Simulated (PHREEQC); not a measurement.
A solution holds 0.04 mol/kgw HCl, 0.21 mol/kgw MnSO4 and 0.18 mol/kgw MgSO4, at 40 °C. Closed to the air; pH follows from the charge balance.

The numbers come from PHREEQC with the ion-association model, phreeqc.dat.

```
quantity                  before     after
------------------------  ------  --------
pH                          2.16      3.54
ionic strength (mol/kgw)   0.623    0.0120
SO4-2 (mol/kgw)            0.132   0.00285
MgSO4 (mol/kgw)            0.119  0.000513
MnSO4 (mol/kgw)            0.108  0.000453
```

Q: Name the change that produced these shifts.
(A) temperature from 40 to 65 °C
(B) diluted 10-fold with water
(C) HCl from 0.04 to 0.4 mol/kgw
(D) diluted 100-fold with water

A: D, diluted 100-fold with water

This is a speciation only: nothing precipitates in the calculation. Constants without temperature data keep their 25 °C values here.
